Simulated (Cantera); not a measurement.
What does this Cantera script print?

```python
import numpy as np
import cantera as ct

gas_names = """
    O2 H
""".split()
cond_names = """
    SrO2H2(s) SrO2H2(L) Sr(a) Sr(b) Sr(L)
""".split()


# ... load() reads the species with a 1 bar reference pressure and builds the phases ...
species = {s.name: s for s in load("nasa_gas.yaml", gas_names) + load("nasa_condensed.yaml", cond_names)}
# Each term lists the table entries of one substance; the one whose range holds T is used.
reactions = {
    'Sr(OH)2 = Sr + O2(g) + 2 H(g)':
        [(-1, ['SrO2H2(s)', 'SrO2H2(L)']), (1, ['Sr(a)', 'Sr(b)', 'Sr(L)']), (1, ['O2']), (2, ['H'])],
}


def pick(names, T):
    return next(species[n] for n in names if species[n].thermo.min_temp <= T <= species[n].thermo.max_temp)


results = []
for label, terms in reactions.items():
    print(label)
    print("     T/K   dH/kJ  dS/(J/K)   dG/kJ   log10 K")
    for T in [1348, 1448, 1548, 1648, 1748, 1848, 1948, 2048, 2148]:
        used = [(nu, pick(names, T)) for nu, names in terms]
        dH = sum(nu * s.thermo.h(T) for nu, s in used) / 1e6
        dS = sum(nu * s.thermo.s(T) for nu, s in used) / 1e3
        dG = dH - T * dS / 1e3
        logK = -dG * 1e6 / (ct.gas_constant * T * np.log(10))
        results.append((label, T, dH, dS, dG, logK, [s.name for _, s in used]))
        print(f"{T:8g} {dH:8.1f} {dS:8.1f} {dG:8.1f} {logK:8.2f}")
```

Result:

```
Sr(OH)2 = Sr + O2(g) + 2 H(g)
     T/K   dH/kJ  dS/(J/K)   dG/kJ   log10 K
    1348   1363.5    347.7    894.8   -34.67
    1448   1359.2    344.7    860.2   -31.03
    1548   1355.0    341.8    825.9   -27.87
    1648   1350.7    339.2    791.8   -25.10
    1748   1346.5    336.7    758.0   -22.65
    1848   1342.3    334.4    724.5   -20.48
    1948   1338.2    332.2    691.1   -18.53
    2048   1334.1    330.1    658.0   -16.78
    2148   1330.0    328.1    625.1   -15.20
```

Standard-state values (1 bar) from the NASA 1993 polynomials, evaluated with Cantera. Condensed species are held in their standard states even where they would react or evaporate.
